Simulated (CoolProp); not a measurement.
Computed with CoolProp (reference Helmholtz-energy equation of state, Lemmon 2003). It is a pseudo-pure fit of the blend.

Problem. For R410A, give the phase and the isothermal compressibility (1/MPa), viscosity (µPa s), fugacity coefficient at 367.5 K and 0.913 MPa; 367.5 K and 2.08 MPa.

Solution. 
- 367.5 K and 0.913 MPa: gas; isothermal compressibility 1.16, viscosity 16.2, fugacity coefficient 0.946
- 367.5 K and 2.08 MPa: gas; isothermal compressibility 0.561, viscosity 16.7, fugacity coefficient 0.879

Viscosity comes from a separate model (Geller 2000).
